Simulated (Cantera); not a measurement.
Cantera run:

```python
import numpy as np
import cantera as ct

gas_names = """
    CL CL2 H HCL H2 Si SiCL SiCL2 SiCL3 SiCL4 SiH SiHCL3 SiH2 SiH2CL2 SiH3 SiH3CL SiH4 Si2 Si3
""".split()
cond_names = """
    Si(cr) Si(L)
""".split()


# ... load() reads the species with a 1 bar reference pressure and builds the phases ...
atoms = {
    'SiCl4': {'Si': 1, 'CL': 4},
    'Cl2': {'CL': 2},
    'H2': {'H': 2},
}
top_T = {}  # K; cautious upper limits of use, not melting points


# ... equilibrate(T, P, feed) seeds the gas with the atoms and calls Mixture.equilibrate('TP', solver="vcs", rtol=1e-11, max_steps=5000) ...
results = []
feed = {'SiCl4': 1, 'Cl2': 3, 'H2': 7.3}  # mol
T = 598.15  # K
P = 100000  # Pa
mix = equilibrate(T, P, feed)
results.append((T, P, feed, dict(zip(mix.species_names, mix.species_moles))))
print(gas.report(threshold=1e-05))
for i in range(1, mix.n_phases):
    print(f"{mix.phase(i).name:16s} {mix.phase_moles(i):12.5e} mol")
```

It prints:

```
       temperature   598.15 K
          pressure   1e+05 Pa
           density   0.70696 kg/m^3
  mean mol. weight   35.159 kg/kmol
   phase of matter   gas

                          1 kg             1 kmol
                     ---------------   ---------------
          enthalpy       -2.7607e+06       -9.7065e+07  J
   internal energy       -2.9022e+06       -1.0204e+08  J
           entropy            5985.2        2.1043e+05  J/K
    Gibbs function       -6.3407e+06       -2.2294e+08  J
 heat capacity c_p            1021.6             35919  J/K
 heat capacity c_v            785.12             27605  J/K

                      mass frac. Y      mole frac. X     chem. pot. / RT
                     ---------------   ---------------   ---------------
               HCL           0.55059           0.53098           -42.356
                H2          0.021819           0.38053           -17.366
             SiCL4           0.42759          0.088494           -177.73
     [  +16 minor]        6.4295e-06         1.669e-06

Si(cr)            0.00000e+00 mol
```

Method: chemical equilibrium by Gibbs-energy minimisation in Cantera with the NASA 1993 tables (ideal gas, pure condensed phases).
